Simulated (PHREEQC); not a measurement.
Dissolve 3.8 mmol/kgw Ni(NO3)2 at 55 °C. Closed to the air; pH follows from the charge balance.

Computed with PHREEQC (ion-association model, wateq4f.dat).

No solid was allowed to form.

Q: What pH does the model give?

A: pH 5.82.

At this temperature some constants are extrapolated from 25 °C, and those without enthalpy data are left unchanged.
